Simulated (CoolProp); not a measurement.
Vapour-liquid equilibrium of propylene (1) + acetone (2) at 300.8 K; x and y are mole fractions of (1).

Model: multi-fluid Helmholtz-energy mixture model, Lemmon 2013 and Lemmon 2006; pair parameters Bell 2016, in CoolProp.

```tsv
x	bubble pressure (MPa)	y at the bubble point	dew pressure at overall composition x (MPa)	liquid density (mol/L)
0.05	0.1575	0.784	0.03624	13.42
0.2	0.4868	0.932	0.04307	13.29
0.35	0.7137	0.956	0.05298	13.13
0.5	0.8479	0.965	0.06874	12.92
0.65	0.9372	0.971	0.09791	12.67
0.8	1.031	0.978	0.1703	12.38
0.95	1.170	0.992	0.6431	12.04
```

No azeotrope shows between x = 0.05 and 0.95.

The pair parameters rest on a limited set of measurements; away from them the model extrapolates. With so large a gap from Raoult's law the liquid may split in two, which this calculation doesn't test in full.
